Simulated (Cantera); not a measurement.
What does this Cantera script print?

```python
import numpy as np
import cantera as ct

gas = ct.Solution("gri30.yaml")
gas.TPX = 550, 16000, {'CH4': 1, 'C2H6': 0.28, 'O2': 2.98, 'N2': 11.2}
flame = ct.FreeFlame(gas, width=0.14)
flame.set_refine_criteria(ratio=3, slope=0.08, curve=0.16)
flame.transport_model = "mixture-averaged"
flame.solve(loglevel=0, auto=True)
z, T = flame.grid, flame.T
thick = (T[-1] - T[0]) / np.gradient(T, z).max()
show = ['CH4', 'C2H6', 'O2', 'C2H4', 'CH3', 'H2O2']
print(f"laminar burning velocity  {flame.velocity[0] * 100:.3f} cm/s")
print(f"burnt temperature         {T[-1]:.1f} K")
print(f"thermal thickness         {thick * 1e3:.4f} mm")
print(f"grid points               {len(z)}")
z0 = z[flame.heat_release_rate.argmax()]
print(f"{'z/mm':>9s}{'T/K':>9s}{'u/(m/s)':>9s}" + "".join(f"{s:>11s}" for s in show))
rows = []
for k in (-3, -2, -1.5, -1, -0.5, -0.25, 0, 0.25, 0.5, 1, 2, 4, 8):
    zz = z0 + k * thick
    rows.append([k * thick, np.interp(zz, z, T), np.interp(zz, z, flame.velocity),
                 *(np.interp(zz, z, flame.X[gas.species_index(s)]) for s in show)])
    print(f"{rows[-1][0] * 1e3:9.3f}{rows[-1][1]:9.1f}{rows[-1][2]:9.3f}" + "".join(f"{x:11.3e}" for x in rows[-1][3:]))
```

Output:

```
laminar burning velocity  149.432 cm/s
burnt temperature         2295.0 K
thermal thickness         1.6665 mm
grid points               148
     z/mm      T/K  u/(m/s)        CH4       C2H6         O2       C2H4        CH3       H2O2
   -4.999    550.0    1.495  6.463e-02  1.810e-02  1.926e-01  4.069e-08  1.266e-08  3.361e-09
   -3.333    550.9    1.500  6.446e-02  1.807e-02  1.922e-01  1.242e-06  2.351e-07  6.976e-08
   -2.500    555.1    1.516  6.410e-02  1.801e-02  1.915e-01  9.382e-06  1.482e-06  3.988e-07
   -1.666    593.4    1.631  6.220e-02  1.770e-02  1.880e-01  9.563e-05  2.238e-05  1.898e-06
   -0.833    928.3    2.602  4.827e-02  1.385e-02  1.612e-01  8.956e-04  8.468e-04  4.164e-06
   -0.417   1327.6    3.786  2.914e-02  5.960e-03  1.219e-01  1.680e-03  3.716e-03  4.523e-06
    0.000   1708.3    4.938  8.645e-03  4.099e-04  7.450e-02  8.846e-04  2.989e-03  1.036e-06
    0.417   1869.1    5.421  9.781e-04  2.388e-06  4.472e-02  6.744e-05  4.399e-04  1.643e-07
    0.833   1903.2    5.510  5.818e-05  3.181e-09  3.275e-02  1.622e-06  2.675e-05  7.486e-08
    1.666   1924.7    5.547  1.640e-07  1.822e-14  2.645e-02  7.773e-10  7.778e-08  6.950e-08
    3.333   1948.2    5.594  1.054e-10  2.595e-19  2.418e-02  1.432e-13  5.263e-11  6.356e-08
    6.666   1980.4    5.671  5.021e-15  1.267e-24  2.297e-02  2.085e-18  2.989e-15  5.587e-08
   13.332   2029.1    5.790  1.755e-17 -6.218e-31  2.156e-02  5.740e-26  1.990e-16  4.626e-08
```

Computed with Cantera and GRI-Mech 3.0 (53 species, 325 reactions). Burning velocities carry a grid error of a few per cent, more on coarse grids.
